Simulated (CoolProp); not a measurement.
Properties of decamethylcyclopentasiloxane (D5) along the isotherm 91.45 °C (Tc = 345.1 °C, pc = 10.78 bar, ω = 0.631).

Computed with CoolProp (reference Helmholtz-energy equation of state, Thol 2019).

```csv
p (bar),phase,cv (kJ/(kg K)),Joule-Thomson coefficient (K/MPa)
2.02,liquid,1.547,-0.3514
4.04,liquid,1.547,-0.3523
6.06,liquid,1.547,-0.3531
8.08,liquid,1.547,-0.3540
10.1,liquid,1.547,-0.3548
12.1,liquid,1.547,-0.3556
14.1,liquid,1.547,-0.3564
16.2,liquid,1.547,-0.3573
```
